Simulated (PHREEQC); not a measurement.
Dissolve 0.017 mol/kgw ZnSO4, 0.0022 mol/kgw MgSO4, 0.00038 mol/kgw HCl and 0.0041 mol/kgw NaCl at 55 °C. Closed to the air; pH follows from the charge balance.

Computed with PHREEQC (ion-association model, wateq4f.dat).

```tsv
quantity	before	after
pH	3.79	3.64
ionic strength (mol/kgw)	0.0488	0.0527
SO4-2 (mol/kgw)	0.0106	0.0114
Zn+2 (mol/kgw)	0.0100	0.0106
ZnSO4 (mol/kgw)	0.00632	0.00573
Cl- (mol/kgw)	0.00430	0.00444
SI of Goslarite (ZnSO4:7H2O)	-2.92	-2.53
SI of Zincite(c) (ZnO)	-4.43	-6.70
```

Task: What was changed between the two runs?
A) 0.00078 mol/kgw Ca(OH)2 added
B) MgSO4 from 0.0022 to 0.011 mol/kgw
C) 0.022 mol/kgw NaHCO3 added
D) temperature from 55 to 15 °C
E) MgSO4 from 0.0022 to 0.00198 mol/kgw

Result: D, temperature from 55 to 15 °C

This is a speciation only: nothing precipitates in the calculation. Away from 25 °C the constants follow the database's enthalpies or fits; those with neither stay at their 25 °C values.
